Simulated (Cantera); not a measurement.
What does this Cantera script print?

```python
import numpy as np
import cantera as ct

gas_names = [...]  # 110 gases of nasa_gas.yaml made of C, H, O
cond_names = """
    C(gr) C6H6(L) C7H8(L) C8H18(L),n-octa H2O(s) H2O(L)
""".split()


# ... load() reads the species with a 1 bar reference pressure and builds the phases ...
atoms = {
    'C2H5OH': {'C': 2, 'H': 6, 'O': 1},
    'CO2': {'C': 1, 'O': 2},
    'H2': {'H': 2},
}
top_T = {'C(gr)': 4500}  # K; cautious upper limits of use, not melting points


# ... equilibrate(T, P, feed) seeds the gas with the atoms and calls Mixture.equilibrate('TP', solver="vcs", rtol=1e-11, max_steps=5000) ...
results = []
feed = {'C2H5OH': 1, 'CO2': 0.13, 'H2': 0.86}  # mol
P = 101325  # Pa
for T in [1773, 1923, 2073, 2223, 2373, 2523, 2673, 2823, 2973]:
    mix = equilibrate(T, P, feed)
    results.append((T, P, feed, dict(zip(mix.species_names, mix.species_moles))))
    x = sorted(zip(gas.X, gas.species_names), reverse=True)
    print(f"T = {T:g} K  P = {P:g} Pa  gas = {mix.phase_moles(0):.4g} mol")
    print("   x: " + "  ".join(f"{s} {v:.3e}" for v, s in x if v > 0.001))
    print("   condensed (mol): " + ("  ".join(f"{mix.phase(i).name} {mix.phase_moles(i):.4g}"
          for i in range(1, mix.n_phases) if mix.phase_moles(i) > 1e-12) or "none"))
```

It prints:

```
T = 1773 K  P = 101325 Pa  gas = 5.118 mol
   x: H2 7.530e-01  CO 2.461e-01
   condensed (mol): C(gr) 0.8667
T = 1923 K  P = 101325 Pa  gas = 5.12 mol
   x: H2 7.525e-01  CO 2.460e-01
   condensed (mol): C(gr) 0.8651
T = 2073 K  P = 101325 Pa  gas = 5.125 mol
   x: H2 7.507e-01  CO 2.459e-01  H 2.264e-03
   condensed (mol): C(gr) 0.8595
T = 2223 K  P = 101325 Pa  gas = 5.133 mol
   x: H2 7.467e-01  CO 2.454e-01  H 5.499e-03  C2H2,acetylene 2.167e-03
   condensed (mol): C(gr) 0.8469
T = 2373 K  P = 101325 Pa  gas = 5.15 mol
   x: H2 7.387e-01  CO 2.447e-01  H 1.192e-02  C2H2,acetylene 4.544e-03
   condensed (mol): C(gr) 0.8222
T = 2523 K  P = 101325 Pa  gas = 5.18 mol
   x: H2 7.244e-01  CO 2.432e-01  H 2.350e-02  C2H2,acetylene 8.627e-03
   condensed (mol): C(gr) 0.7787
T = 2673 K  P = 101325 Pa  gas = 5.231 mol
   x: H2 7.011e-01  CO 2.409e-01  H 4.264e-02  C2H2,acetylene 1.499e-02
   condensed (mol): C(gr) 0.7083
T = 2823 K  P = 101325 Pa  gas = 5.312 mol
   x: H2 6.660e-01  CO 2.372e-01  H 7.188e-02  C2H2,acetylene 2.398e-02
   condensed (mol): C(gr) 0.6016
T = 2973 K  P = 101325 Pa  gas = 5.432 mol
   x: H2 6.167e-01  CO 2.320e-01  H 1.133e-01  C2H2,acetylene 3.545e-02  C2H 1.076e-03
   condensed (mol): C(gr) 0.4473
```

These are equilibrium values from Cantera (NASA tables, ideal gas, pure condensed phases), not measurements of a reactor.
